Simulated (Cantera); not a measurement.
What does this Cantera script print?

```python
import numpy as np
import cantera as ct

gas = ct.Solution("gri30.yaml")


def delay(T, t_max=10):
    gas.TPX = T, 100000, {'CH3OH': 1, 'O2': 2.34, 'N2': 8.81}
    reactor = ct.IdealGasReactor(gas, clone=False)
    net = ct.ReactorNet([reactor])
    net.rtol, net.atol = 1e-8, 1e-16
    while net.time < t_max:
        t_old, T_old = net.time, reactor.T
        net.step()
        if reactor.T > T + 400:  # ignition: a rise of 400 K
            return t_old + (T + 400 - T_old) / (reactor.T - T_old) * (net.time - t_old)
    return np.nan


taus = []
for T in [1025, 1125, 1225, 1325, 1425, 1525, 1625, 1725, 1825]:
    taus.append(delay(T))
    print(f"T0 = {T:6g} K   tau = {taus[-1]:.4e} s")
```

Output:

```
T0 =   1025 K   tau = 3.1095e-01 s
T0 =   1125 K   tau = 3.8669e-02 s
T0 =   1225 K   tau = 6.8723e-03 s
T0 =   1325 K   tau = 1.6384e-03 s
T0 =   1425 K   tau = 5.0052e-04 s
T0 =   1525 K   tau = 1.8765e-04 s
T0 =   1625 K   tau = 8.2420e-05 s
T0 =   1725 K   tau = 4.0682e-05 s
T0 =   1825 K   tau = 2.1949e-05 s
```

Computed with Cantera and GRI-Mech 3.0 (53 species, 325 reactions). GRI-Mech 3.0 was tuned for natural gas; its chemistry of methanol as a main component is partial and can be far from experiment.
